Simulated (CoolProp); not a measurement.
The fluid at 431.23 K and 1.39 MPa expands adiabatically to 0.192 MPa with isentropic efficiency 1. The same conditions are run with several fluids, on thermodynamics alone (safety and materials aside).

Values from CoolProp's reference Helmholtz-energy equation of state of each fluid (hydrogen chloride: Thol 2018; R245fa: Akasaka 2015; R404A: Lemmon 2003; ammonia: Gao 2020; R115: Lemmon 2016). Blends and air are pseudo-pure fits.

```csv
fluid,work (kJ/kg),final temperature (K),final density (kg/m³)
hydrogen chloride,145,___,3.52
R245fa,46.0,376.3,8.47
R404A,___,361.9,6.33
ammonia,327,___,1.47
R115,41.2,___,___
```

Task: Fill in the missing entries.

Result: 
- hydrogen chloride, final temperature (K): 244.8
- R404A, work (kJ/kg): 64.4
- ammonia, final temperature (K): 276.1
- R115, final temperature (K): 375.7
- R115, final density (kg/m³): 9.65
